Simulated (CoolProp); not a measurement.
A Linde-Hampson liquefier for ethylene: isothermal reversible compression at 300 K from 1 atm to 10 MPa, throttling to 1 atm, return gas leaving the recuperator 10 K below the feed. Each further row changes one setting.

Computed with CoolProp (reference Helmholtz-energy equation of state, Smukala 2000).

```tsv
case	liquid yield per pass	compression work (kJ/kg of gas)
as stated	(withheld)	346
high pressure 20 MPa	(withheld)	(withheld)
warm-end temperature 330 K	0.252	(withheld)
warm-end gap 15 K	(withheld)	346
```

**Question.** What belongs in the gaps?

**Answer.** 
- as stated, liquid yield per pass: 0.420
- high pressure 20 MPa, liquid yield per pass: 0.465
- high pressure 20 MPa, compression work (kJ/kg of gas): 373
- warm-end temperature 330 K, compression work (kJ/kg of gas): 405
- warm-end gap 15 K, liquid yield per pass: 0.414
